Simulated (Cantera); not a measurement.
Input: 1 mol C₂H₄, 0.072 mol CO₂, a varied amount of O₂, held at 1998 K and 2030 Torr.

Method: chemical equilibrium by Gibbs-energy minimisation in Cantera with the NASA 1993 tables (ideal gas, pure condensed phases). Candidate condensed phases: C, C₆H₆, C₇H₈, C₈H₁₈, H₂O; 110 gas species. Equilibrium is a limit: real reactors are often held back by kinetics, nucleation or transport.

**Question.** Which condensed phases are stable at each of these points (n(O₂) (mol)): 0.13, 0.17, 0.23, 0.3, 0.4, 0.54, 0.72, 0.96, 1.3?

**Answer.** 
```
n(O₂) (mol)  condensed phases  C condensed (%)
-----------  ----------------  ---------------
0.13              C(graphite)             80.3
0.17              C(graphite)             76.4
0.23              C(graphite)             70.6
0.3               C(graphite)             63.9
0.4               C(graphite)             54.2
0.54              C(graphite)             40.7
0.72              C(graphite)             23.4
0.96              C(graphite)              0.2
1.3                  gas only              0.0
```

From 0.13 mol O₂ to 0.96 mol O₂ the condensed part is C(graphite). At 1.3 mol O₂ nothing is condensed.
